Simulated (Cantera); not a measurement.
A closed system holds: 1 mol SF₆, 5.2 mol H₂, held at 1127 °C and 0.135 Torr.

These are equilibrium values from Cantera (NASA tables, ideal gas, pure condensed phases), not measurements of a reactor. Candidate condensed phases: S; 24 gas species. Rates play no part.

Base state: HF 0.691, H₂ 0.248, S₂ 0.0545, H₂S 0.00474, SH 0.00123, S 0.000204, H 0.000181 (mole fractions); condensed: gas only.

Task: What changes in the equilibrium state with this change: temperature from 1127 °C to 3150 °C?

Result: 
```tsv
species	before	after
H	0.000181	0.592
F	6.38e-9	0.337
S	0.000204	0.0582
HF	0.691	0.0121
S₂	0.0545	1.09e-6
H₂	0.248	0.000259
H₂S	0.00474	<1e-9
SH	0.00123	7.45e-6
```

Task: What changes in the equilibrium state with this change: pressure from 0.135 Torr to 503 Torr?

Result: 
| species | before | after |
|---|---|---|
| HF | 0.691 | 0.722 |
| H₂ | 0.248 | 0.170 |
| H₂S | 0.00474 | 0.0949 |
| S₂ | 0.0545 | 0.0125 |
| S | 0.000204 | 1.60e-6 |
| H | 0.000181 | 2.45e-6 |
| SH | 0.00123 | 0.000488 |
